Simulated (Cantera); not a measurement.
An isothermal, constant-pressure homogeneous reactor starts with NH₃ : H₂ = 1 : 5.4 (molar parts), at 1725 K and 82.5 Torr. Integrator tolerance rtol = 1e-08.

Detailed kinetics in Cantera: the gas-phase N/H chemistry of the illustrative SiF4/NH3 mechanism in the Surface Chemkin manual (1991). Walls and surfaces, which speed up NH3 decomposition in real reactors, are not modelled.

Problem. What does this change do: H2 5.4 to 33 parts?

Solution. 
```
quantity                                             before                                     after
-----------------  ----------------------------------------  ----------------------------------------
x(NH₃) at 6.00 s     0.0914 (gas-phase equilibrium 8.75e-7)    0.0212 (gas-phase equilibrium 4.37e-7)
x(H₂) at 6.00 s         0.880 (gas-phase equilibrium 0.932)       0.974 (gas-phase equilibrium 0.985)
x(N₂H₂) at 6.00 s    8.05e-8 (gas-phase equilibrium <1e-12)    1.09e-8 (gas-phase equilibrium <1e-12)
x(NH₂) at 6.00 s    5.93e-5 (gas-phase equilibrium 1.31e-9)  2.05e-5 (gas-phase equilibrium 6.39e-10)
x(NH) at 6.00 s    8.28e-7 (gas-phase equilibrium 4.29e-11)  4.29e-7 (gas-phase equilibrium 2.03e-11)
x(N) at 6.00 s     5.84e-8 (gas-phase equilibrium 7.09e-12)  4.55e-8 (gas-phase equilibrium 3.26e-12)
x(N₂H₄) at 6.00 s    2.42e-9 (gas-phase equilibrium <1e-12)   2.87e-10 (gas-phase equilibrium <1e-12)
```
